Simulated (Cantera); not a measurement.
An isothermal, constant-pressure homogeneous reactor starts with NH3 : H2 = 1 : 5.5 (molar parts), at 1598 K and 7.50 Torr. Integrator tolerance rtol = 1e-08.

Computed with Cantera and the gas-phase N/H chemistry of the illustrative SiF4/NH3 mechanism in the Surface Chemkin manual (1991). Walls and surfaces, which speed up NH3 decomposition in real reactors, are not modelled.

Task: What does this change do: temperature 1598 to 1823 K?

Result: 
```csv
quantity,before,after
x(NH3) at 10.0 s,0.150 (gas-phase equilibrium 1.08e-7),0.0828 (gas-phase equilibrium 6.38e-8)
x(H2) at 10.0 s,0.848 (gas-phase equilibrium 0.933),0.886 (gas-phase equilibrium 0.929)
x(NH) at 10.0 s,4.67e-7 (gas-phase equilibrium 5.89e-12),3.36e-6 (gas-phase equilibrium 1.62e-10)
x(N2) at 10.0 s,0.00162 (gas-phase equilibrium 0.0666),0.0307 (gas-phase equilibrium 0.0665)
x(N2H2) at 10.0 s,1.27e-7 (gas-phase equilibrium <1e-12),2.55e-7 (gas-phase equilibrium <1e-12)
x(N) at 10.0 s,3.07e-8 (gas-phase equilibrium 1.64e-12),3.64e-7 (gas-phase equilibrium 1.41e-10)
```

Task: What does this change do: temperature 1598 to 2073 K?

Result: 
| quantity | before | after |
|---|---|---|
| x(NH3) at 10.0 s | 0.150 (gas-phase equilibrium 1.08e-7) | 1.23e-5 (gas-phase equilibrium 3.96e-8) |
| x(H2) at 10.0 s | 0.848 (gas-phase equilibrium 0.933) | 0.916 (gas-phase equilibrium 0.909) |
| x(NH) at 10.0 s | 4.67e-7 (gas-phase equilibrium 5.89e-12) | 4.44e-7 (gas-phase equilibrium 2.73e-9) |
| x(N2) at 10.0 s | 0.00162 (gas-phase equilibrium 0.0666) | 0.0660 (gas-phase equilibrium 0.0658) |
| x(N2H2) at 10.0 s | 1.27e-7 (gas-phase equilibrium <1e-12) | 1.22e-11 (gas-phase equilibrium <1e-12) |
| x(N) at 10.0 s | 3.07e-8 (gas-phase equilibrium 1.64e-12) | 7.51e-7 (gas-phase equilibrium 6.37e-9) |
